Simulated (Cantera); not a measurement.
Charge: 1 mol B2H6, 0.23 mol H2O, 10 mol H2, at 0.750 Torr.

Equilibrium computed with Cantera from the NASA thermochemical tables; the gas is ideal and each condensed phase is pure. Candidate condensed phases: B, B2O3, B3O3H3, H2O; 23 gas species. The feed counts by its element totals alone. The tables' values for BH2 are old estimates; treat these amounts as uncertain. The numbers say what is thermodynamically allowed, not how fast it happens.

x: gas mole fraction; n: condensed amount in mol.

```json
[
 {"T (K)": "1798", "x H2": "0.972", "x H": "0.0110", "x B": "3.15e-6", "x HBO": "0.0131", "x BO": "0.00264", "n B(s)": "1.77", "n B(l)": "0"},
 {"T (K)": "1898", "x H2": "0.959", "x H": "?", "x B": "?", "x HBO": "?", "x BO": "?", "n B(s)": "1.77", "n B(l)": "0"},
 {"T (K)": "1998", "x H2": "0.934", "x H": "0.0490", "x B": "0.000129", "x HBO": "0.00916", "x BO": "0.00699", "n B(s)": "1.76", "n B(l)": "0"},
 {"T (K)": "2098", "x H2": "0.891", "x H": "?", "x B": "?", "x HBO": "?", "x BO": "?", "n B(s)": "1.75", "n B(l)": "0"},
 {"T (K)": "2198", "x H2": "0.821", "x H": "0.160", "x B": "0.00266", "x HBO": "0.00456", "x BO": "0.0108", "n B(s)": "1.71", "n B(l)": "0"},
 {"T (K)": "2298", "x H2": "0.717", "x H": "0.256", "x B": "0.00989", "x HBO": "0.00287", "x BO": "0.0115", "n B(s)": "1.58", "n B(l)": "0"},
 {"T (K)": "2398", "x H2": "0.575", "x H": "0.378", "x B": "0.0312", "x HBO": "0.00165", "x BO": "0.0113", "n B(s)": "0", "n B(l)": "1.19"}
]
```

What belongs in the gaps?


- 2098, x H: 0.0918
- 2098, x B: 0.000630
- 2098, x HBO: 0.00673
- 2098, x BO: 0.00921
- 1898, x H: 0.0242
- 1898, x B: 2.22e-5
- 1898, x HBO: 0.0114
- 1898, x BO: 0.00463
